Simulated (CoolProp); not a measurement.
A single-stage vapour-compression cycle with C3F8 (R218): evaporating at 285.15 K (dew point), condensing at 325.15 K (bubble point), superheat 10 K, subcooling 5 K, compressor efficiency 0.85, no pressure losses. Each further row changes one setting.

Model: reference Helmholtz-energy equation of state, Lemmon 2006, in CoolProp. It is a short technical equation, of lower accuracy than the large ones.

```
case                              cooling COP  pressure ratio  discharge temperature (K)  refrigerating effect (kJ/kg)  volumetric capacity (kJ/m³)
--------------------------------  -----------  --------------  -------------------------  ----------------------------  ---------------------------
as stated                                4.09            2.82                      327.0                          50.9                         2760
evaporating temperature 290.15 K         5.03            2.44                      328.1                          53.9                         3390
condensing temperature 320.15 K          5.10            2.51                      322.5                          57.2                         3110
subcooling 10 K                          4.61            2.82                      327.0                          57.4                         3120
superheat 20 K                           4.43            2.82                      335.2                          59.6                         3060
compressor efficiency 0.75               3.61            2.82                      328.3                          50.9                         2760
```
